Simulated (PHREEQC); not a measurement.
Make-up at 25 °C: 0.0099 mol/kgw HF, 0.00032 mol/kgw NH4HF2 and 0.069 mol/kgw H2SiF6. Closed to the air; pH follows from the charge balance.

The numbers come from PHREEQC with the ion-association model, phreeqc.dat.

Each row changes one thing in this solution. Precipitation was switched off in this run.

| case | pH | ionic strength (mol/kgw) | HF (mol/kgw) | H4SiO4 (mol/kgw) | F- (mol/kgw) | HF2- (mol/kgw) | SI of Chalcedony (SiO2) |
|---|---|---|---|---|---|---|---|
| as made | 0.96 | 0.206 | 0.0125 | 0.000342 | 0.000113 | 5.37e-6 | +0.11 |
| HF from 0.0099 to 0.00495 mol/kgw | 0.96 | 0.204 | 0.0106 | 0.000862 | 9.74e-5 | 3.95e-6 | +0.51 |
| HF left out | 0.97 | 0.203 | 0.00966 | 0.00152 | 8.90e-5 | 3.27e-6 | +0.76 |
| temperature from 25 to 40 °C | 0.97 | 0.204 | 0.0168 | 0.00106 | 0.000118 | 8.24e-6 | +0.44 |
| NH4HF2 replaced by NH4BF4 at the same molality | 0.96 | 0.206 | 0.0122 | 0.000388 | 0.000111 | 5.14e-6 | +0.16 |
| H2SiF6 from 0.069 to 0.138 mol/kgw | 0.67 | 0.412 | 0.0143 | 0.000634 | 7.62e-5 | 4.07e-6 | +0.40 |
| diluted 2-fold with water | 1.25 | 0.102 | 0.00867 | 0.000591 | 0.000139 | 4.62e-6 | +0.33 |

Species that the database lacks are ignored. Some of these states are supersaturated (in Quartz (slow to form), Chalcedony (slow to form), for instance). Constants without temperature data keep their 25 °C values here. SiF6-2 is the database's only silicon fluoride. Real BF4- forms and hydrolyses slowly; the run takes it at equilibrium.
